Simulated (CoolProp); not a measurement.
Saturation properties of R152A.

Computed with CoolProp (reference Helmholtz-energy equation of state, Outcalt 1996). It is a modified Benedict-Webb-Rubin equation, recast in Helmholtz form.

```
T (K)  p (MPa)  surface tension (mN/m)  liquid viscosity (µPa s)  liquid conductivity (mW/(m K))
-----  -------  ----------------------  ------------------------  ------------------------------
238.1  0.06058                    18.2                       341                             130
252.1   0.1154                    16.1                       282                             123
266     0.2026                    14.1                       237                             116
280     0.3354                    12.2                       200                             109
293.9   0.5248                    10.3                       169                             103
307.9   0.7884                    8.42                       144                            96.8
321.8    1.138                    6.65                       122                            90.8
335.8    1.597                    4.95                       104                            84.9
349.7    2.177                    3.35                      87.0                            79.0
363.7    2.910                    1.87                      71.9                            73.1
377.6    3.818                   0.595                      56.8                            68.1
```

It boils at 249.1 K under 1 atm.

Viscosity comes from a separate model (Bell 2016), an estimate that may be off by 10 % or more. Thermal conductivity comes from a separate model (Krauss 1996). Surface tension comes from a separate correlation (Mulero 2012).
